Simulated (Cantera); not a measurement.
Charge: 1 mol C₃H₆, 0.16 mol CO₂, 20 mol N₂, 0.6 mol O₂, at 2175 K and 75.0 Torr.

These are equilibrium values from Cantera (NASA tables, ideal gas, pure condensed phases), not measurements of a reactor. Candidate condensed phases: C, C₆H₆, C₇H₈, C₈H₁₈, H₂O; 136 gas species. The numbers say what is thermodynamically allowed, not how fast it happens.

**Question.** What is the equilibrium state?

**Answer.** 
```json
{
 "x(N₂)": "0.809",
 "x(H₂)": "0.115",
 "x(CO)": "0.0618",
 "x(HCN)": "0.00845",
 "x(H)": "0.00523",
 "x(HNC)": "0.000643",
 "x(C₂H₂ (acetylene))": "0.000256",
 "x(CN)": "1.31e-5",
 "x(C₂N₂)": "6.67e-6",
 "n(C(graphite))": "1.40 mol",
 "gas_amount": "24.58 mol"
}
```
